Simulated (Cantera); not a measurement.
A perfectly stirred reactor is fed with H2 : O2 : N2 : H2O = 1 : 0.725 : 2.72 : 0.37 (molar parts), at 1.70 bar; it is adiabatic with a 475 K inlet, and is followed from long to short residence time, starting on the burning branch (τ in s: 0.12, 0.044, 0.016, 0.006, 0.0022, 0.00083, 0.00031, 0.00011, 4.3e-05, 1.6e-05).

Cantera simulation using the H2/O2 subset of GRI-Mech 3.0, which has no nitrogen chemistry; the numbers are that mechanism's predictions, not measurements.

**Question.** What does this change do: pressure from 1.70 bar to 3.80 bar?

**Answer.** 
```tsv
quantity	before	after
blow-out, bracketed by the residence times tried	burning at 16.0 µs, the shortest tried	burning at 16.0 µs, the shortest tried
x(H2) at τ = 0.120 s	0.000395	0.000236
x(O2) at τ = 0.120 s	0.0516	0.0517
x(H2O) at τ = 0.120 s	0.316	0.316
x(OH) at τ = 0.120 s	0.00244	0.00190
x(H2O2) at τ = 0.120 s	1.87e-7	2.70e-7
x(H2) at τ = 0.830 ms	0.00506	0.00224
x(O2) at τ = 0.830 ms	0.0520	0.0517
x(H2O) at τ = 0.830 ms	0.306	0.312
x(OH) at τ = 0.830 ms	0.00749	0.00474
x(H2O2) at τ = 0.830 ms	7.35e-7	8.45e-7
```
The hydrogen kinetics of GRI-Mech 3.0 are dated; newer H2 mechanisms differ, most at raised pressure.

**Question.** What does this change do: inlet temperature 475 to 700 K?

**Answer.** 
```csv
quantity,before,after
"blow-out, bracketed by the residence times tried","burning at 16.0 µs, the shortest tried","burning at 16.0 µs, the shortest tried"
x(H2) at τ = 0.120 s,0.000395,0.00104
x(O2) at τ = 0.120 s,0.0516,0.0512
x(H2O) at τ = 0.120 s,0.316,0.313
x(OH) at τ = 0.120 s,0.00244,0.00482
x(H2O2) at τ = 0.120 s,1.87e-7,2.87e-7
x(H2) at τ = 0.830 ms,0.00506,0.00587
x(O2) at τ = 0.830 ms,0.0520,0.0515
x(H2O) at τ = 0.830 ms,0.306,0.303
x(OH) at τ = 0.830 ms,0.00749,0.0100
x(H2O2) at τ = 0.830 ms,7.35e-7,5.46e-7
```
